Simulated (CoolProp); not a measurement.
CH3F (R41) along the isotherm 356 K: density (kg/m³) from the reference equation and from simpler models built on Tc = 317.3 K, pc = 5.906 MPa, ω = 0.200; each cubic takes its own stable root.

The numbers come from the reference Helmholtz-energy equation of state, Lemmon 2006 in CoolProp. It is a short technical equation, of lower accuracy than the large ones.

| p (MPa) | phase | reference |
|---|---|---|
| 1.85 | gas | 23.29 |
| 3.69 | gas | 51.66 |
| 5.54 | gas | 88.27 |
| 7.38 | supercritical | 138.2 |
| 9.23 | supercritical | 211.7 |
| 11.1 | supercritical | 307.6 |
| 12.9 | supercritical | 383.0 |
| 14.8 | supercritical | 434.6 |

Q: How far does each simpler model (ideal gas, van der Waals, Peng-Robinson) lie from the reference over these 8 states: mean and median of the absolute difference, and the worst?

A: 
- ideal gas: mean 40.4 %, median 44.2 %, worst -61.3 % at 356 K and 12.9 MPa
- van der Waals: mean 8.8 %, median 3.8 %, worst -26.0 % at 356 K and 14.8 MPa
- Peng-Robinson: mean 7.4 %, median 4.8 %, worst -17.1 % at 356 K and 14.8 MPa
